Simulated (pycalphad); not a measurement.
Computed with pycalphad from the COST 507 light-alloy database (1999), at 1 atm. No gas phase is included, though pure Mg would boil below 1377 °C. These are 1990s assessments: newer ones move some temperatures and phases. Diffusion is slow at the low end, where real alloys seldom reach equilibrium.

Molar enthalpy of Mg-4.42Si-3.04Al (at.%) in equilibrium (SER reference):

```
T (°C)  H (kJ/mol)                       phases
------  ----------  ---------------------------
1377         49.79                       LIQUID
1277         46.40                       LIQUID
1177         43.01                       LIQUID
1077         39.61                       LIQUID
977          36.22                       LIQUID
877          32.83                       LIQUID
827          31.14                       LIQUID
777          29.44                       LIQUID
677          24.10               LIQUID + MG2SI
577          12.79      HCP_A3 + MG2SI + LIQUID
527          11.05               HCP_A3 + MG2SI
477           9.57               HCP_A3 + MG2SI
377           6.69               HCP_A3 + MG2SI
277           3.92               HCP_A3 + MG2SI
177           1.10  HCP_A3 + MG2SI + ALMG_GAMMA
77           -1.66  HCP_A3 + MG2SI + ALMG_GAMMA
```

Cooling from 777 °C to 527 °C, across the freezing range, releases 18.4 kJ/mol, or 749 J/g. The slope is 34 J/(mol K) in the liquid and 30 J/(mol K) just below the solidus, where it includes any heat of precipitation. Liquidus 761 °C, solidus 570 °C. Changes were sought between steps of 50 K, so a narrower field can be missed.

Database names, with the compositions (at.%) that they take in these runs: MG2SI: Mg 67 Si 33; ALMG_GAMMA: Mg 59 Al 41. HCP_A3 is hcp.
